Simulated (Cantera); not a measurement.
## Pyrogenic steam for wet oxidation

A perfectly stirred reactor is fed with 11.5 % H2, 18.8 % O2, 69.7 % N2, at 0.109 atm; it is held at 823 K, and followed from long to short residence time.

Model: GRI-Mech 3.0 (53 species, 325 reactions), integrated in Cantera. Radical loss at walls, strong at low pressure, is not modelled. Below about 950 K walls govern HO2 and H2O2 in real vessels. The temperature is held fixed by assumption; the heat of reaction is taken as removed at once.

```
τ (s)     x H2   x O2       x H      x NO     x NO2      x OH
------  ------  -----  --------  --------  --------  --------
0.83    0.0225  0.148   1.25e-5  4.48e-10  2.58e-11   4.67e-6
0.35    0.0241  0.149   2.93e-5  9.82e-10  2.48e-11   1.02e-5
0.15    0.0274  0.151   6.64e-5   1.92e-9  2.19e-11   2.02e-5
0.062   0.0329  0.153  0.000152   3.47e-9  1.78e-11   3.82e-5
0.026   0.0407  0.156  0.000334   5.63e-9  1.34e-11   6.66e-5
0.011   0.0511  0.161  0.000694   8.11e-9  9.42e-12  0.000107
0.0047  0.0643  0.167   0.00132   9.96e-9  6.03e-12  0.000157
```
x: mole fraction; the columns are a selection and need not sum to one.
